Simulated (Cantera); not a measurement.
Oxide etching and cleaning by halides: B₂O₃ + HCl

Input: 1 mol B₂O₃, 5.6 mol HCl, at 0.700 bar.

Equilibrium computed with Cantera from the NASA thermochemical tables; the gas is ideal and each condensed phase is pure. Candidate condensed phases: B, B₂O₃, B₃O₃H₃, H₂O; 33 gas species. The tables' values for BOCl are old estimates; treat these amounts as uncertain. Gases not in the tables: H₃BO₃. Rates play no part.

From 898 K to 1498 K the condensed part is B₂O₃(l). The share of B in condensed phases is highest at 898 K (100.0 %) and lowest at 1498 K (98.7 %).

```json
[
 {"T (K)": "898", "x HCl": "1.000", "x H₂O": "0.000160", "x HBO₂": "3.62e-8", "x BCl₃": "9.16e-5", "x Cl": "1.03e-7", "x H₂": "1.53e-6", "n B₂O₃(l)": "1.000"},
 {"T (K)": "948", "x HCl": "1.000", "x H₂O": "0.000232", "x HBO₂": "1.51e-7", "x BCl₃": "0.000130", "x Cl": "3.44e-7", "x H₂": "3.01e-6", "n B₂O₃(l)": "0.999"},
 {"T (K)": "998", "x HCl": "0.999", "x H₂O": "0.000322", "x HBO₂": "5.39e-7", "x BCl₃": "0.000178", "x Cl": "1.01e-6", "x H₂": "5.57e-6", "n B₂O₃(l)": "0.999"},
 {"T (K)": "1048", "x HCl": "0.999", "x H₂O": "0.000433", "x HBO₂": "1.70e-6", "x BCl₃": "0.000236", "x Cl": "2.69e-6", "x H₂": "9.84e-6", "n B₂O₃(l)": "0.999"},
 {"T (K)": "1098", "x HCl": "0.999", "x H₂O": "0.000565", "x HBO₂": "4.79e-6", "x BCl₃": "0.000304", "x Cl": "6.48e-6", "x H₂": "1.67e-5", "n B₂O₃(l)": "0.999"},
 {"T (K)": "1148", "x HCl": "0.999", "x H₂O": "0.000719", "x HBO₂": "1.23e-5", "x BCl₃": "0.000383", "x Cl": "1.44e-5", "x H₂": "2.74e-5", "n B₂O₃(l)": "0.998"},
 {"T (K)": "1198", "x HCl": "0.998", "x H₂O": "0.000894", "x HBO₂": "2.89e-5", "x BCl₃": "0.000474", "x Cl": "2.97e-5", "x H₂": "4.38e-5", "n B₂O₃(l)": "0.997"},
 {"T (K)": "1248", "x HCl": "0.998", "x H₂O": "0.00109", "x HBO₂": "6.32e-5", "x BCl₃": "0.000577", "x Cl": "5.76e-5", "x H₂": "6.84e-5", "n B₂O₃(l)": "0.997"},
 {"T (K)": "1298", "x HCl": "0.997", "x H₂O": "0.00130", "x HBO₂": "0.000130", "x BCl₃": "0.000693", "x Cl": "0.000105", "x H₂": "0.000105", "n B₂O₃(l)": "0.996"},
 {"T (K)": "1348", "x HCl": "0.997", "x H₂O": "0.00153", "x HBO₂": "0.000251", "x BCl₃": "0.000825", "x Cl": "0.000183", "x H₂": "0.000158", "n B₂O₃(l)": "0.995"},
 {"T (K)": "1398", "x HCl": "0.996", "x H₂O": "0.00176", "x HBO₂": "0.000460", "x BCl₃": "0.000974", "x Cl": "0.000303", "x H₂": "0.000234", "n B₂O₃(l)": "0.993"},
 {"T (K)": "1448", "x HCl": "0.995", "x H₂O": "0.00200", "x HBO₂": "0.000804", "x BCl₃": "0.00114", "x Cl": "0.000484", "x H₂": "0.000341", "n B₂O₃(l)": "0.991"},
 {"T (K)": "1498", "x HCl": "0.993", "x H₂O": "0.00224", "x HBO₂": "0.00135", "x BCl₃": "0.00134", "x Cl": "0.000744", "x H₂": "0.000488", "n B₂O₃(l)": "0.987"}
]
```
x: gas mole fraction; n: condensed amount in mol.
